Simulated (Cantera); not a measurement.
## Stirred combustor or abatement burner

A perfectly stirred reactor is fed with CO : H2 : O2 : N2 = 1 : 0.063 : 0.38 : 3.8 (molar parts), equivalence ratio 1.4, at 16.8 atm; it is adiabatic with a 548 K inlet, and is followed from long to short residence time, starting on the burning branch (τ in s: 0.15, 0.077, 0.038, 0.019, 0.0094, 0.0047, 0.0023, 0.0012, 0.00058, 0.00029, 0.00014, 7.1e-05).

Computed with Cantera and GRI-Mech 3.0 (53 species, 325 reactions). The hydrogen kinetics of GRI-Mech 3.0 are dated; newer H2 mechanisms differ, most at raised pressure. The pressure lies above the range GRI-Mech 3.0 was tuned for (to about 10 atm).

```csv
τ (s),T (K),x CO,x H2,x O2,x OH,x NO,x H2O,x N2O
0.15,1751,0.0611,0.00134,4.71e-5,3.35e-5,9.44e-6,0.0116,3.62e-8
0.077,1750,0.0611,0.00133,6.98e-5,4.59e-5,1.21e-5,0.0116,5.32e-8
0.038,1749,0.0612,0.00133,0.000107,6.38e-5,1.57e-5,0.0115,7.84e-8
0.019,1748,0.0613,0.00132,0.000167,8.77e-5,2.01e-5,0.0115,1.13e-7
0.0094,1746,0.0615,0.00131,0.000264,0.000120,2.56e-5,0.0115,1.61e-7
0.0047,1742,0.0618,0.00130,0.000424,0.000162,3.20e-5,0.0114,2.27e-7
0.0023,1737,0.0624,0.00128,0.000700,0.000217,3.93e-5,0.0113,3.19e-7
0.0012,1728,0.0632,0.00126,0.00112,0.000278,4.56e-5,0.0113,4.32e-7
0.00058,1714,0.0649,0.00123,0.00192,0.000356,5.09e-5,0.0111,6.02e-7
0.00029,1690,0.0676,0.00119,0.00326,0.000431,5.18e-5,0.0110,8.27e-7
0.00014,1644,0.0734,0.00113,0.00610,0.000476,4.35e-5,0.0110,1.19e-6
7.1e-5,548,0.191,0.0120,0.0725,<1e-12,<1e-12,<1e-12,<1e-12
```
x: mole fraction; the columns are a selection and need not sum to one.
